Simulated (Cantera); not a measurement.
Cantera run:

```python
import numpy as np
import cantera as ct

gas_names = """
    I2 Mg
""".split()
cond_names = """
    I2(cr) I2(L) Mg(cr) Mg(L) MgI2(s) MgI2(L)
""".split()


# ... load() reads the species with a 1 bar reference pressure and builds the phases ...
species = {s.name: s for s in load("nasa_gas.yaml", gas_names) + load("nasa_condensed.yaml", cond_names)}
# Each term lists the table entries of one substance; the one whose range holds T is used.
reactions = {
    'I2 + Mg = MgI2':
        [(-1, ['I2(cr)', 'I2(L)']), (-1, ['Mg(cr)', 'Mg(L)']), (1, ['MgI2(s)', 'MgI2(L)'])],
    'I2(g) + Mg(g) = MgI2':
        [(-1, ['I2']), (-1, ['Mg']), (1, ['MgI2(s)', 'MgI2(L)'])],
}


def pick(names, T):
    return next(species[n] for n in names if species[n].thermo.min_temp <= T <= species[n].thermo.max_temp)


results = []
for label, terms in reactions.items():
    print(label)
    print("     T/K   dH/kJ  dS/(J/K)   dG/kJ   log10 K")
    for T in [373, 398, 423, 448, 473, 498, 523, 548]:
        used = [(nu, pick(names, T)) for nu, names in terms]
        dH = sum(nu * s.thermo.h(T) for nu, s in used) / 1e6
        dS = sum(nu * s.thermo.s(T) for nu, s in used) / 1e3
        dG = dH - T * dS / 1e3
        logK = -dG * 1e6 / (ct.gas_constant * T * np.log(10))
        results.append((label, T, dH, dS, dG, logK, [s.name for _, s in used]))
        print(f"{T:8g} {dH:8.1f} {dS:8.1f} {dG:8.1f} {logK:8.2f}")
```

Output:

```
I2 + Mg = MgI2
     T/K   dH/kJ  dS/(J/K)   dG/kJ   log10 K
     373   -367.4    -20.3   -359.8    50.39
     398   -383.5    -61.9   -358.9    47.10
     423   -384.2    -63.6   -357.3    44.12
     448   -384.8    -65.1   -355.7    41.47
     473   -385.5    -66.5   -354.0    39.10
     498   -386.2    -67.9   -352.4    36.96
     523   -386.8    -69.1   -350.6    35.02
     548   -387.4    -70.3   -348.9    33.26
I2(g) + Mg(g) = MgI2
     T/K   dH/kJ  dS/(J/K)   dG/kJ   log10 K
     373   -575.1   -275.5   -472.3    66.14
     398   -574.6   -274.2   -465.5    61.09
     423   -574.1   -273.0   -458.6    56.63
     448   -573.6   -271.8   -451.8    52.68
     473   -573.0   -270.6   -445.0    49.14
     498   -572.4   -269.4   -438.3    45.97
     523   -571.9   -268.3   -431.6    43.10
     548   -571.3   -267.2   -424.9    40.50
```

Cantera with NASA thermochemical tables; ideal gases at 1 bar, condensed phases pure. Condensed species are held in their standard states even where they would react or evaporate.
